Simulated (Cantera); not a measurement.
Input (Python, Cantera):

```python
import numpy as np
import cantera as ct

gas = ct.Solution("gri30.yaml")


def delay(T, t_max=10):
    gas.TPX = T, 840000, {'CH4': 1, 'H2': 0.35, 'O2': 4.94, 'N2': 17.3, 'H2O': 2}
    reactor = ct.IdealGasConstPressureReactor(gas, clone=False)
    net = ct.ReactorNet([reactor])
    net.rtol, net.atol = 1e-8, 1e-16
    while net.time < t_max:
        t_old, T_old = net.time, reactor.T
        net.step()
        if reactor.T > T + 400:  # ignition: a rise of 400 K
            return t_old + (T + 400 - T_old) / (reactor.T - T_old) * (net.time - t_old)
    return np.nan


taus = []
for T in [1100, 1200, 1300, 1400, 1500, 1600, 1700]:
    taus.append(delay(T))
    print(f"T0 = {T:6g} K   tau = {taus[-1]:.4e} s")
```

It prints:

```
T0 =   1100 K   tau = 3.6238e-03 s
T0 =   1200 K   tau = 7.9316e-04 s
T0 =   1300 K   tau = 2.6682e-04 s
T0 =   1400 K   tau = 1.1507e-04 s
T0 =   1500 K   tau = 5.5723e-05 s
T0 =   1600 K   tau = 2.8886e-05 s
T0 =   1700 K   tau = 1.5852e-05 s
```

Detailed kinetics in Cantera: GRI-Mech 3.0 (53 species, 325 reactions).
